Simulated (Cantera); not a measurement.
A closed system holds: 1 mol Si, 0.53 mol Br₂, 4.5 mol H₂, at 1573.15 K and 13.3 mbar.

Cantera equilibrium calculation (NASA polynomials, part measured and part estimated; ideal gas, pure solids and liquids). Candidate condensed phases: Br₂, Si; 19 gas species. The tables' values for SiBr₃, SiBr are old estimates; treat these amounts as uncertain. Kinetics and transport are ignored.

Base state: H₂ 0.834, HBr 0.118, SiBr₂ 0.0438, Br 0.00352, H 0.000322, SiBr₃ 0.000240, SiBr 9.55e-5, SiBr₄ 1.96e-5 (mole fractions); condensed: Si(s).

Q: What changes in the equilibrium state with this change: temperature from 1573.15 K to 1425 K?

A: 
| species | before | after |
|---|---|---|
| H₂ | 0.834 | 0.833 |
| HBr | 0.118 | 0.124 |
| SiBr₂ | 0.0438 | 0.0416 |
| Br | 0.00352 | 0.00109 |
| SiBr₄ | 1.96e-5 | 0.000178 |
| SiBr | 9.55e-5 | 1.20e-5 |
| H | 0.000322 | 5.39e-5 |
| SiHBr₃ | 1.15e-5 | 5.79e-5 |
| SiBr₃ | 0.000240 | 0.000546 |
| Si(s), mol | 0.777 | 0.787 |

Q: What changes in the equilibrium state with this change: pressure from 13.3 mbar to 22.0 Pa?

A: 
```json
[
 {"species": "H₂", "before": "0.834", "after": "0.826"},
 {"species": "HBr", "before": "0.118", "after": "0.108"},
 {"species": "SiBr₂", "before": "0.0438", "after": "0.0369"},
 {"species": "Br", "before": "0.00352", "after": "0.0252"},
 {"species": "SiBr₄", "before": "1.96e-5", "after": "2.29e-7"},
 {"species": "SiHBr₃", "before": "1.15e-5", "after": "1.46e-7"},
 {"species": "Si", "before": "4.14e-6", "after": "0.000251"},
 {"species": "Si(s), mol", "before": "0.777", "after": "0.807"}
]
```
The tables' values for SiBr, SiBr₃ are old estimates; treat these amounts as uncertain.
